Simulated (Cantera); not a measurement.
A perfectly stirred reactor is fed with CH4 : C2H6 : C3H8 : O2 : N2 = 1 : 0.12 : 0.15 : 4.59 : 17.3 (molar parts), equivalence ratio 0.69, at 9.87 atm; it is adiabatic with a 800 K inlet, and is followed from long to short residence time, starting on the burning branch (τ in s: 0.044, 0.015, 0.0048, 0.0016, 0.00053, 0.00018, 5.8e-05, 1.9e-05, 6.4e-06).

Cantera simulation using GRI-Mech 3.0 (53 species, 325 reactions); the numbers are that mechanism's predictions, not measurements. GRI-Mech 3.0 was tuned for natural gas; its chemistry of propane as a main component is partial and can be far from experiment.

**Question.** What does this change do: O2 4.59 to 6.5 parts?

**Answer.** 
```json
[
 {"quantity": "blow-out, bracketed by the residence times tried", "before": "burning at 19.0 µs, out at 6.40 µs", "after": "burning at 19.0 µs, out at 6.40 µs"},
 {"quantity": "x(CH4) at τ = 44.0 ms", "before": "6.76e-7", "after": "7.99e-7"},
 {"quantity": "x(C2H6) at τ = 44.0 ms", "before": "1.19e-8", "after": "1.65e-8"},
 {"quantity": "x(C3H8) at τ = 44.0 ms", "before": "1.66e-8", "after": "2.16e-8"},
 {"quantity": "x(H2O2) at τ = 44.0 ms", "before": "3.46e-7", "after": "3.69e-7"},
 {"quantity": "x(HO2) at τ = 44.0 ms", "before": "4.88e-6", "after": "6.24e-6"},
 {"quantity": "x(CH4) at τ = 0.530 ms", "before": "3.41e-5", "after": "4.04e-5"},
 {"quantity": "x(C2H6) at τ = 0.530 ms", "before": "7.71e-7", "after": "1.02e-6"},
 {"quantity": "x(C3H8) at τ = 0.530 ms", "before": "1.04e-6", "after": "1.33e-6"},
 {"quantity": "x(H2O2) at τ = 0.530 ms", "before": "4.91e-7", "after": "5.33e-7"},
 {"quantity": "x(HO2) at τ = 0.530 ms", "before": "8.79e-6", "after": "1.13e-5"}
]
```
